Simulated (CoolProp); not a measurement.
Sulfur hexafluoride at 293.15 K and 8.97 MPa is throttled through a valve to 5.85 MPa with no heat exchange. Each further row changes one setting.

Model: reference Helmholtz-energy equation of state, Guder 2009, in CoolProp.

```
case                      temperature change (K)  final phase  final density (kg/m³)
------------------------  ----------------------  -----------  ---------------------
as stated                                   -0.6       liquid                   1490
outlet pressure 1.75 MPa                       …            …                    889
outlet pressure 7.6 MPa                        …       liquid                   1520
```

Q: Fill in the missing entries.

A: 
- outlet pressure 1.75 MPa, temperature change (K): -7.3
- outlet pressure 1.75 MPa, final phase: two-phase, vapour fraction 0.075
- outlet pressure 7.6 MPa, temperature change (K): -0.2
